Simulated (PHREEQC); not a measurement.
Solution (5 °C): 0.00459 mol/kgw K2CO3 and 5.1e-05 mol/kgw H3BO3. Closed to the air; pH follows from the charge balance.

Computed with PHREEQC (ion-association model, phreeqc.dat).

This is a speciation only: nothing precipitates in the calculation.

### Question
What pH, ionic strength does the model give?

### Answer
pH 11.33; ionic strength 0.0133 mol/kgw.

### Question
In which forms is C present?

### Answer
CO3-2 89 %, HCO3- 11 % of the C.

At this temperature some constants are extrapolated from 25 °C, and those without enthalpy data are left unchanged.
